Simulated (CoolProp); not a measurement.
The fluid at 293.15 K and 0.487 MPa expands adiabatically to 0.0458 MPa with isentropic efficiency 0.9. The same conditions are run with several fluids, on thermodynamics alone (safety and materials aside).

The numbers come from the reference Helmholtz-energy equation of state of each fluid (R143a: Lemmon and Jacobsen 2000; ethane: Bücker 2006; CH2F2 (R32): Tillner-Roth 1997; CF4 (R14): Platzer 1990; nitrogen: Span 2000) in CoolProp. The equations of Platzer and Polt are older, rougher fits.

Problem. Rank R143a, ethane, CH2F2 (R32), CF4 (R14), nitrogen by work (kJ/kg), highest first.

Solution. ethane (137), nitrogen (134), CH2F2 (R32) (76.0), R143a (50.7), CF4 (R14) (48.9)

```csv
fluid,final temperature (K),final phase,final density (kg/m³)
R143a,224.4,gas,2.11
ethane,199.9,gas,0.838
CH2F2 (R32),207.1,"two-phase, vapour fraction 0.954",1.49
CF4 (R14),211.9,gas,2.30
nitrogen,163.3,gas,0.947
```
